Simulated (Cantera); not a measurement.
**Transport properties of process gases**

Gas mixture: 41.9 % CO₂, 58.1 % N₂, at 5.00 bar, frozen composition.

Cantera's kinetic-theory transport with the Lennard-Jones parameters of GRI-Mech 3.0, ideal gas; thermal conductivity in the multicomponent form.

```csv
T (K),ρ (kg/m³),cp (J/kg/K),μ (µPa s),λ (mW/m/K),Pr,D (cm²/s) CO₂,D (cm²/s) C₂H₂,D (cm²/s) NH₃
400,5.22,988.8,21.1,29.5,0.709,0.0540,0.0501,0.0672
500,4.18,1035,25.2,36.5,0.713,0.0802,0.0748,0.103
600,3.48,1075,28.9,43.3,0.717,0.110,0.103,0.144
700,2.98,1112,32.3,50.0,0.718,0.144,0.135,0.191
800,2.61,1146,35.5,56.5,0.720,0.181,0.170,0.242
900,2.32,1177,38.5,63.0,0.720,0.221,0.208,0.299
1000,2.09,1204,41.4,69.2,0.721,0.264,0.249,0.359
1100,1.90,1225,44.2,75.1,0.721,0.310,0.293,0.424
1200,1.74,1244,46.9,80.9,0.721,0.358,0.340,0.493
```
D: mixture-averaged diffusion coefficient of that species in the mixture.
